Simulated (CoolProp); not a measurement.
Vapour-liquid equilibrium of benzene (1) + n-decane (2) at 470 kPa; x and y are mole fractions of (1).

Computed with CoolProp (multi-fluid Helmholtz-energy mixture model, Thol 2012 and Lemmon 2006; pair parameters Bell 2016).

| x | bubble temperature, mixture model (K) | bubble temperature, Raoult's law (K) | y, mixture model | y, Raoult's law |
|---|---|---|---|---|
| 0.05 | 509.4 | 506.3 | 0.179 | 0.252 |
| 0.2 | 481.8 | 477.1 | 0.574 | 0.652 |
| 0.35 | 460.1 | 457.2 | 0.778 | 0.821 |
| 0.5 | 444.3 | 442.6 | 0.879 | 0.904 |
| 0.65 | 432.5 | 431.5 | 0.935 | 0.950 |
| 0.8 | 423.1 | 422.5 | 0.970 | 0.978 |
| 0.95 | 415.3 | 415.1 | 0.994 | 0.996 |

The largest gap from Raoult's law is +4.7 K in bubble temperature, at x = 0.2. No azeotrope shows between x = 0.05 and 0.95.

Pair parameters are fitted to limited data, so mixtures are less certain than the pure fluids.
